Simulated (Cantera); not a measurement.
An isothermal, constant-pressure homogeneous reactor starts with 0.417 % CH4, 99.3 % H2, 0.308 % O2, at 2450 K and 100.0 Torr.

Detailed kinetics in Cantera: GRI-Mech 3.0 (53 species, 325 reactions).

x: mole fraction; the columns are a selection and need not sum to one.

```
t (s)        x CH4   x H2      x O2   x CH2CO     x CH3     x CH2
--------  --------  -----  --------  --------  --------  --------
1.00e-6    0.00416  0.993   0.00307    <1e-12   1.38e-5   1.61e-9
3.64e-6    0.00414  0.993   0.00307    <1e-12       ___       ___
1.33e-5    0.00410  0.992   0.00302    <1e-12   6.54e-5   7.59e-8
4.84e-5    0.00393  0.989   0.00249  2.97e-10  0.000231   1.07e-6
0.000176   0.00332  0.978  0.000134   4.36e-9  0.000726   1.31e-5
0.000643       ___  0.968  9.79e-10       ___       ___       ___
0.00234   0.000449  0.958   2.10e-9   1.00e-7  0.000285   1.55e-5
0.00854   0.000117  0.949   2.41e-9   7.16e-8   9.70e-5   7.03e-6
0.0311     3.78e-5  0.942   1.24e-9   1.33e-8   3.75e-5   3.27e-6
0.113      1.68e-6  0.940  6.79e-10  1.89e-10   1.73e-6   1.57e-7
0.413     1.24e-10  0.940  6.68e-10    <1e-12  1.29e-10  1.17e-11
1.51      1.24e-10  0.940  6.68e-10    <1e-12  1.28e-10  1.17e-11
5.49      1.24e-10  0.940  6.68e-10    <1e-12  1.28e-10  1.17e-11
20.0      1.24e-10  0.940  6.68e-10    <1e-12  1.28e-10  1.17e-11
```

Task: What belongs in the gaps?

Result: 
- 3.64e-6, x CH3: 2.93e-5
- 3.64e-6, x CH2: 1.18e-8
- 0.000643, x CH4: 0.00211
- 0.000643, x CH2CO: 3.31e-8
- 0.000643, x CH3: 0.000874
- 0.000643, x CH2: 2.95e-5
